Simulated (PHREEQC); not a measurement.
Dissolve 0.0039 mol/kgw H3PO4 and 0.00018 mol/kgw K2HPO4 at 25 °C. Closed to the air; pH follows from the charge balance.

The numbers come from PHREEQC with the ion-association model, phreeqc.dat.

```
quantity                   before    after
------------------------  -------  -------
pH                           2.60     3.97
ionic strength (mol/kgw)  0.00302  0.00748
H2PO4- (mol/kgw)          0.00302  0.00747
HPO4-2 (mol/kgw)          8.90e-8  5.61e-6
```

What was changed between the two runs?
A) 0.00018 mol/kgw H2SO4 added
B) H3PO4 left out
C) diluted 100-fold with water
D) H3PO4 replaced by (NH4)2HPO4 at the same molality
E) 0.0035 mol/kgw (NH4)2HPO4 added

E, 0.0035 mol/kgw (NH4)2HPO4 added

Precipitation was switched off in this run.
